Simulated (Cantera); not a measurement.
Feed: 1 mol SiH2Cl2, 18 mol N2, at 1700 K and 12.0 mbar.

Method: chemical equilibrium by Gibbs-energy minimisation in Cantera with the NASA 1993 tables (ideal gas, pure condensed phases). Candidate condensed phases: NH4Cl, Si, Si3N4; 28 gas species. The tables' values for SiCl3, SiCl are old estimates; treat these amounts as uncertain. The numbers say what is thermodynamically allowed, not how fast it happens.

Base state: N2 0.899, H2 0.0337, HCl 0.0335, SiCl2 0.0329, SiCl3 0.000529, H 0.000247, Cl 0.000191, SiCl 5.05e-5 (mole fractions); condensed: Si3N4(s).

Task: What changes in the equilibrium state with this change: temperature from 1700 K to 873.15 K?

Result: 
| species | before | after |
|---|---|---|
| N2 | 0.899 | 0.905 |
| HCl | 0.0335 | 0.0680 |
| H2 | 0.0337 | 0.0179 |
| SiCl2 | 0.0329 | 5.56e-9 |
| SiCl4 | 1.68e-5 | 0.00893 |
| H | 0.000247 | <1e-9 |
| Cl | 0.000191 | <1e-9 |
| SiCl | 5.05e-5 | <1e-9 |
| Si3N4(s), mol | 0.113 | 0.276 |
N2 is the only nitrogen source here; it is nearly inert below about 1500 K, so the nitride shown seldom forms there in practice.
